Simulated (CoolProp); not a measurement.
Vapour-liquid equilibrium of ethanol (1) + hexamethyldisiloxane (MM) (2) at 0.111 MPa; x and y are mole fractions of (1).

Computed with CoolProp (multi-fluid Helmholtz-energy mixture model, Schroeder 2014 and Thol 2016; pair parameters Bell 2016).

```json
[
 {"x": "0.05", "bubble temperature, mixture model (°C)": "94.0", "bubble temperature, Raoult's law (°C)": "101.5", "y, mixture model": "0.269", "y, Raoult's law": "0.106"},
 {"x": "0.125", "bubble temperature, mixture model (°C)": "86.4", "bubble temperature, Raoult's law (°C)": "98.7", "y, mixture model": "0.451", "y, Raoult's law": "0.242"},
 {"x": "0.2", "bubble temperature, mixture model (°C)": "82.6", "bubble temperature, Raoult's law (°C)": "96.3", "y, mixture model": "0.536", "y, Raoult's law": "0.355"},
 {"x": "0.275", "bubble temperature, mixture model (°C)": "80.7", "bubble temperature, Raoult's law (°C)": "94.1", "y, mixture model": "0.583", "y, Raoult's law": "0.452"},
 {"x": "0.35", "bubble temperature, mixture model (°C)": "79.5", "bubble temperature, Raoult's law (°C)": "92.2", "y, mixture model": "0.612", "y, Raoult's law": "0.537"},
 {"x": "0.425", "bubble temperature, mixture model (°C)": "78.9", "bubble temperature, Raoult's law (°C)": "90.4", "y, mixture model": "0.633", "y, Raoult's law": "0.612"},
 {"x": "0.5", "bubble temperature, mixture model (°C)": "78.5", "bubble temperature, Raoult's law (°C)": "88.8", "y, mixture model": "0.650", "y, Raoult's law": "0.679"},
 {"x": "0.575", "bubble temperature, mixture model (°C)": "78.2", "bubble temperature, Raoult's law (°C)": "87.4", "y, mixture model": "0.668", "y, Raoult's law": "0.740"},
 {"x": "0.65", "bubble temperature, mixture model (°C)": "78.0", "bubble temperature, Raoult's law (°C)": "86.0", "y, mixture model": "0.689", "y, Raoult's law": "0.795"},
 {"x": "0.725", "bubble temperature, mixture model (°C)": "77.9", "bubble temperature, Raoult's law (°C)": "84.7", "y, mixture model": "0.717", "y, Raoult's law": "0.845"},
 {"x": "0.8", "bubble temperature, mixture model (°C)": "78.1", "bubble temperature, Raoult's law (°C)": "83.6", "y, mixture model": "0.759", "y, Raoult's law": "0.891"},
 {"x": "0.875", "bubble temperature, mixture model (°C)": "78.6", "bubble temperature, Raoult's law (°C)": "82.5", "y, mixture model": "0.822", "y, Raoult's law": "0.935"},
 {"x": "0.95", "bubble temperature, mixture model (°C)": "79.7", "bubble temperature, Raoult's law (°C)": "81.4", "y, mixture model": "0.915", "y, Raoult's law": "0.975"}
]
```

The largest gap from Raoult's law is -13.7 K in bubble temperature, at x = 0.2. y crosses x between x = 0.65 and 0.725: the model has an azeotrope there.

Pair parameters are fitted to limited data, so mixtures are less certain than the pure fluids.
